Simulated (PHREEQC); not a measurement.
Solution (45 °C): 0.021 mol/kgw CdI2. Closed to the air; pH follows from the charge balance.

Computed with PHREEQC (ion-association model, wateq4f.dat).

Task: The ionic strength comes out as 0.0298 mol/kgw. What activity coefficients do CdI+, CdOH+, Cd+2, I-, H+ get?

Result: CdI+ 0.85, CdOH+ 0.85, Cd+2 0.51, I- 0.85, H+ 0.87.

No solid was allowed to form. At this temperature some constants are extrapolated from 25 °C, and those without enthalpy data are left unchanged.
